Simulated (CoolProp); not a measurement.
Computed with CoolProp (reference Helmholtz-energy equation of state, Lemmon 2006). It is a short technical equation, of lower accuracy than the large ones.

Problem. Give the vapour pressure (bar), liquid density (kg/m³), liquid cp (kJ/(kg K)), vapour Z of saturated CH3F (R41) at 3.85 °C.

Solution. 
```tsv
T (°C)	p (bar)	liquid density (kg/m³)	liquid cp (kJ/(kg K))	vapour Z
3.85	22.6	665	2.72	0.698
```
